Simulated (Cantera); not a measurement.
An isothermal, constant-pressure homogeneous reactor starts with H2 : O2 : N2 = 0.097 : 1 : 0.55 (molar parts), at 1373 K and 490 Pa.

Computed with Cantera and the H2/O2 subset of GRI-Mech 3.0, which has no nitrogen chemistry. Radical loss at walls, strong at low pressure, is not modelled. The temperature is held fixed by assumption; the heat of reaction is taken as removed at once.

x: mole fraction; the columns are a selection and need not sum to one.

| t (s) | x H2 | x O2 | x H2O2 | x OH | x H | x O | x H2O |
|---|---|---|---|---|---|---|---|
| 2.00e-6 | 0.0589 | 0.607 | <1e-12 | 4.38e-12 | 4.15e-10 | 4.38e-12 | <1e-12 |
| 5.49e-6 | 0.0589 | 0.607 | <1e-12 | 3.25e-11 | 1.12e-9 | 3.26e-11 | <1e-12 |
| 1.51e-5 | 0.0589 | 0.607 | <1e-12 | 2.32e-10 | 2.94e-9 | 2.35e-10 | 1.01e-11 |
| 4.13e-5 | 0.0589 | 0.607 | 1.19e-12 | 1.54e-9 | 7.26e-9 | 1.60e-9 | 1.90e-10 |
| 0.000113 | 0.0589 | 0.607 | 8.91e-12 | 8.99e-9 | 1.72e-8 | 9.83e-9 | 3.18e-9 |
| 0.000311 | 0.0589 | 0.607 | 6.59e-11 | 5.08e-8 | 5.33e-8 | 6.07e-8 | 4.87e-8 |
| 0.000854 | 0.0589 | 0.607 | 4.73e-10 | 6.52e-7 | 5.57e-7 | 8.22e-7 | 1.20e-6 |
| 0.00234 | 0.0581 | 0.607 | 2.96e-9 | 0.000268 | 0.000226 | 0.000342 | 0.000567 |
| 0.00643 | 0.00169 | 0.561 | 2.39e-8 | 0.00612 | 0.0110 | 0.0373 | 0.0487 |
| 0.0176 | 0.00156 | 0.562 | 2.30e-8 | 0.00593 | 0.0105 | 0.0369 | 0.0492 |
| 0.0484 | 0.00149 | 0.564 | 2.30e-8 | 0.00580 | 0.00967 | 0.0349 | 0.0498 |
| 0.133 | [?] | 0.568 | 2.29e-8 | 0.00546 | [?] | [?] | 0.0514 |
| 0.364 | 0.000920 | 0.577 | 2.18e-8 | 0.00461 | 0.00436 | 0.0202 | 0.0544 |
| 1.00 | 0.000399 | 0.587 | 1.73e-8 | 0.00307 | 0.00118 | 0.00841 | 0.0578 |

Question: What belongs in the gaps?

Answer: 
- 0.133, x H2: 0.00131
- 0.133, x H: 0.00774
- 0.133, x O: 0.0299
